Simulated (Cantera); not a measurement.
Cantera with NASA thermochemical tables; ideal gases at 1 bar, condensed phases pure. Values are per mole of reaction as written; species without (g) are pure solids or liquids, kept so even where they would boil at 1 bar.

12 Cl(g) + 2 Fe2O3 → 2 Fe2Cl6(g) + 3 O2(g)

| T (K) | ΔH° (kJ) | ΔS° (J/K) | ΔG° (kJ) | log10 K |
|---|---|---|---|---|
| 1348 | -1212.4 | -601.2 | -401.9 | 15.57 |
| 1398 | -1216.0 | -603.9 | -371.8 | 13.89 |
| 1448 | -1219.6 | -606.4 | -341.5 | 12.32 |
| 1498 | ___ | ___ | ___ | ___ |
| 1548 | -1226.6 | -611.0 | -280.7 | 9.47 |
| 1598 | -1230.0 | -613.3 | -250.0 | 8.17 |
| 1648 | ___ | ___ | ___ | ___ |
| 1698 | -1236.9 | -617.5 | -188.5 | 5.80 |

### Question
What belongs in the gaps?

### Answer

- 1498, ΔH° (kJ): -1223.1
- 1498, ΔS° (J/K): -608.8
- 1498, ΔG° (kJ): -311.2
- 1498, log10 K: 10.85
- 1648, ΔH° (kJ): -1233.5
- 1648, ΔS° (J/K): -615.4
- 1648, ΔG° (kJ): -219.3
- 1648, log10 K: 6.95
